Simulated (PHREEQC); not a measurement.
TMAH is added in steps, without added water, to 1 kg of water holding 1.1 mmol/kgw KOH, 0.039 mmol/kgw K2SO4 and 20 mmol/kgw KH2PO4, at 20 °C. O2 is buffered at 0.21 atm. The system is closed to CO2. Nothing may precipitate in this run.

Base run: PHREEQC, ion-association model, phreeqc.dat. Each further column changes one thing. The table gives PO4-3 (mol/kgw).

```csv
TMAH added (mol),base,Davies equation for every ion,database wateq4f.dat,Debye-Hückel limiting law,metal-ligand complexes left out
0,5.79e-10,5.56e-10,5.50e-10,5.94e-10,6.06e-10
0.003833,1.52e-8,1.44e-8,1.43e-8,1.57e-8,1.59e-8
0.009583,1.23e-7,1.14e-7,1.13e-7,1.28e-7,1.28e-7
0.01342,3.99e-7,3.68e-7,3.63e-7,4.21e-7,4.15e-7
0.01917,0.000212,0.000207,0.000206,0.000225,0.000214
0.023,0.00296,0.00289,0.00287,0.00317,0.00298
0.02683,0.00554,0.00539,0.00534,0.00598,0.00557
0.03258,0.00893,0.00865,0.00858,0.00977,0.00897
0.03642,0.0108,0.0105,0.0104,0.0119,0.0109
0.04217,0.0130,0.0126,0.0125,0.0143,0.0131
0.046,0.0142,0.0137,0.0136,0.0155,0.0142
```

(CH3)4N+ isn't in the database: it is added as a free cation with an ion size of 4 Å. H3PO4, which wateq4f.dat lacks, is added to it with the constant of phreeqc.dat. phreeqc.dat and wateq4f.dat share most of their constants, so their agreement is no independent check.
